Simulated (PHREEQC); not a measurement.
Model water analysis in mg/L, 20 °C, pH 2.64, pe 8.8:

```tsv
constituent	mg/L
Na	45.4
K	17.6
Ca	67.3
Mg	23.6
Cl	20.9
S(6) as SO4	581
Al	2.24
Mn(2)	1
Si as SiO2	7.69
```

Na is adjusted to close the charge balance.
Valence states are taken as typed.

The numbers come from PHREEQC with the ion-association model, wateq4f.dat.

No solid was allowed to form.

Task: What ionic strength does the model give?

Result: ionic strength 0.0172 mol/kgw.

Task: In which forms is Mg present?

Result: Mg+2 74 %, MgSO4 26 % of the Mg.

Saturation is exceeded, for instance for Quartz (slow to form); the values hold only as long as no solid forms. Complexes and solids missing from the database can't appear.
